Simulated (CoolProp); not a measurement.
Propylene at 293.15 K and 1.91 MPa is throttled through a valve to 0.625 MPa with no heat exchange. Each further row changes one setting.

Computed with CoolProp (reference Helmholtz-energy equation of state, Lemmon 2013).

```json
[
 {"case": "as stated", "temperature change (K)": "(withheld)", "final phase": "(withheld)", "final density (kg/m³)": "(withheld)"},
 {"case": "outlet pressure 0.188 MPa", "temperature change (K)": "(withheld)", "final phase": "(withheld)", "final density (kg/m³)": "(withheld)"},
 {"case": "outlet pressure 0.812 MPa", "temperature change (K)": "(withheld)", "final phase": "(withheld)", "final density (kg/m³)": "187"}
]
```

What belongs in the gaps?


- as stated, temperature change (K): -17.7
- as stated, final phase: two-phase, vapour fraction 0.120
- as stated, final density (kg/m³): 93.0
- outlet pressure 0.188 MPa, temperature change (K): -53.0
- outlet pressure 0.188 MPa, final phase: two-phase, vapour fraction 0.303
- outlet pressure 0.188 MPa, final density (kg/m³): 13.6
- outlet pressure 0.812 MPa, temperature change (K): -8.5
- outlet pressure 0.812 MPa, final phase: two-phase, vapour fraction 0.061
